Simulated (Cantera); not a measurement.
A diamond (100) surface in a fixed gas of H2 with x(CH4) = 0.017, x(CH3) = 0.00013, at 1423 K, 60.8 Torr; coverages are run to steady state.

Model: the Harris–Goodwin 1993 mechanism for the reconstructed diamond (100) surface, integrated in Cantera.

One state of this run: growth (µm/h) = 1.39; θ c6HH = 0.357; θ c6H* = 0.0602; θ c6*H = 0.533; θ c6** = 0.0492. θ: site fractions in the mechanism's names (c6HH fully hydrogenated, c6H* and c6*H radical sites, c6** diradical, c6HM methylated).

Task: Which value of x(H) does it belong to?
(A) 0.024
(B) 0.052
(C) 0.001
(D) 0.0023

Result: D, 0.0023
